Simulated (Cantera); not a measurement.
## TEOS + N₂O + N₂ (silicon oxide and oxynitride deposition)

A closed system holds: 1 mol TEOS, 3.4 mol N₂O, 140 mol N₂, equilibrated at 450 °C and 0.133 bar.

Method: chemical equilibrium by Gibbs-energy minimisation in Cantera with the NASA 1993 tables (ideal gas, pure condensed phases). Candidate condensed phases: C, C₆H₆, C₇H₈, C₈H₁₈, H₂O, Si, SiC, SiO₂, Si₂N₂O, Si₃N₄; 151 gas species. The feed counts by its element totals alone. Rates play no part.

```json
{
 "x(N₂)": "0.922",
 "x(H₂)": "0.0512",
 "x(CO₂)": "0.00934",
 "x(H₂O)": "0.00932",
 "x(CO)": "0.00671",
 "x(CH₄)": "0.00186",
 "x(NH₃)": "1.04e-5",
 "n(C(graphite))": "5.21 mol",
 "n(SiO₂(α-quartz))": "1.00 mol",
 "gas_amount": "155.6 mol",
 "log10 activity of Si(s) (absent)": "-24.81"
}
```
